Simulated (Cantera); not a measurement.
Input: 1 mol ZrO2, 1000 mol H2, 0.089 mol H2O, equilibrated at 0.210 bar.

Equilibrium computed with Cantera from the NASA thermochemical tables; the gas is ideal and each condensed phase is pure. Candidate condensed phases: H2O, Zr, ZrO2; 12 gas species. The numbers say what is thermodynamically allowed, not how fast it happens. All values below are at 2073 K.

Base state: H2 0.994, H 0.00572, H2O 8.87e-5 (mole fractions); condensed: ZrO2(tetragonal).

What changes in the equilibrium state with this change: ZrO2 replaced by Ta2O5?


| species | before | after |
|---|---|---|
| H2 | 0.994 | 0.992 |
| H | 0.00572 | 0.00572 |
| H2O | 8.87e-5 | 0.00244 |
| TaO2 | 0 | 1.67e-5 |
| ZrO2(tetragonal), mol | 1.000 | 0 |
| Ta(s), mol | 0 | 0.940 |
| Ta2O5(l), mol | 0 | 0.520 |
Mutual solubility and eutectic melting of coexisting phases are not modelled. Condensed phases not in the tables: N, O or C dissolved in the metal. Further candidate phases: Ta, Ta2O5.
